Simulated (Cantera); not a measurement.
Charge: 1 mol CH3SiH3, 0.012 mol C2H4, 130 mol H2, 0.067 mol CH4, at 1150 °C and 1.00 bar.

Method: chemical equilibrium by Gibbs-energy minimisation in Cantera with the NASA 1993 tables (ideal gas, pure condensed phases). Candidate condensed phases: C, C6H6, C7H8, C8H18, Si, SiC; 87 gas species. The feed counts by its element totals alone. Equilibrium is a limit: real reactors are often held back by kinetics, nucleation or transport.

Base state: H2 0.999, CH4 0.000683 (mole fractions); condensed: SiC(s).

Question: What changes in the equilibrium state with this change: temperature from 1150 °C to 1850 °C?

Answer: 
```
species             before     after
----------------  --------  --------
H2                   0.999     0.996
H                  6.64e-6   0.00358
C2H2 (acetylene)   1.11e-7  0.000313
CH4               0.000683  0.000135
SiH2               1.55e-8   3.95e-5
Si                   <1e-9   3.28e-5
SiH                  <1e-9   1.69e-5
SiC(s), mol          1.000     0.988
```
Gases not in the tables: Si2H6 and higher silanes.

Question: What changes in the equilibrium state with this change: temperature from 1150 °C to 2125 °C?

Answer: 
| species | before | after |
|---|---|---|
| H2 | 0.999 | 0.981 |
| H | 6.64e-6 | 0.0156 |
| C2H2 (acetylene) | 1.11e-7 | 0.00113 |
| Si | <1e-9 | 0.000977 |
| SiH | <1e-9 | 0.000301 |
| Si2C | <1e-9 | 0.000106 |
| SiC2 | <1e-9 | 3.12e-5 |
| SiH2 | 1.55e-8 | 0.000312 |
| SiC(s), mol | 1.000 | 0.750 |
Gases not in the tables: Si2H6 and higher silanes.
